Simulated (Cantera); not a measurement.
Cantera run, input and output.

```python
import numpy as np
import cantera as ct

gas = ct.Solution("gri30.yaml")
gas.TPX = 2925, 5500, {'CH4': 0.0046, 'H2': 1, 'O2': 0.0054}
reactor = ct.IdealGasConstPressureReactor(gas, energy="off", clone=False)
net = ct.ReactorNet([reactor])
net.rtol, net.atol = 1e-08, 1e-18
show = ['CH4', 'H2', 'O2', 'C2H6', 'HCO', 'C2H4']
times = np.geomspace(1e-06, 9, 10)

steps = ct.SolutionArray(gas, extra=["t"])
rows = []
print(f"{'t/s':>10s}{'T/K':>9s}{'P/Pa':>11s}" + "".join(f"{s:>11s}" for s in show))
for t in times:
    while net.time < t:
        t_next = net.step()
        steps.append(gas.state, t=t_next)
    rows.append([np.interp(t, steps.t, y) for y in (steps.T, steps.P, *steps(*show).X.T)])
    print(f"{t:10.3e}{rows[-1][0]:9.1f}{rows[-1][1]:11.4g}" + "".join(f"{x:11.3e}" for x in rows[-1][2:]))
rate = np.gradient(steps.T, steps.t)
print("integrator steps:", len(steps.t))
if steps.T.max() > steps.T[0] + 200:
    print(f"time of steepest temperature rise: {steps.t[rate.argmax()]:.4e} s")
gas.TPX = 2925, 5500, {'CH4': 0.0046, 'H2': 1, 'O2': 0.0054}
gas.equilibrate("TP")
print(f"equilibrium (TP): T = {gas.T:.1f} K  " + "  ".join(f"{s} {gas[s].X[0]:.3e}" for s in show))
```

Result:

```
       t/s      T/K       P/Pa        CH4         H2         O2       C2H6        HCO       C2H4
 1.000e-06   2925.0       5500  4.477e-03  9.899e-01  5.335e-03  5.650e-11  1.292e-10  2.302e-10
 5.925e-06   2925.0       5500  4.332e-03  9.888e-01  5.266e-03  3.090e-09  4.110e-09  2.522e-08
 3.511e-05   2925.0       5500  3.803e-03  9.794e-01  4.009e-03  2.960e-08  1.755e-07  9.236e-07
 2.080e-04   2925.0       5500  2.066e-03  9.448e-01  1.715e-06  5.301e-08  2.665e-07  6.175e-06
 1.232e-03   2925.0       5500  1.771e-04  9.022e-01  5.767e-08  7.676e-10  1.333e-07  4.324e-07
 7.302e-03   2925.0       5500  5.903e-07  8.072e-01  1.299e-07  1.503e-14  1.928e-08  2.975e-10
 4.327e-02   2925.0       5500  8.172e-13  6.141e-01  7.241e-07  5.389e-26  7.557e-09  3.668e-20
 2.564e-01   2925.0       5500  4.785e-13  5.827e-01  8.859e-07  2.024e-26  6.705e-09  1.755e-20
 1.519e+00   2925.0       5500  4.785e-13  5.827e-01  8.859e-07  2.024e-26  6.705e-09  1.755e-20
 9.000e+00   2925.0       5500  4.785e-13  5.827e-01  8.859e-07  2.024e-26  6.705e-09  1.755e-20
integrator steps: 1997
equilibrium (TP): T = 2925.0 K  CH4 4.860e-13  H2 5.827e-01  O2 8.859e-07  C2H6 2.088e-26  HCO 6.705e-09  C2H4 1.778e-20
```

Cantera simulation using GRI-Mech 3.0 (53 species, 325 reactions); the numbers are that mechanism's predictions, not measurements.
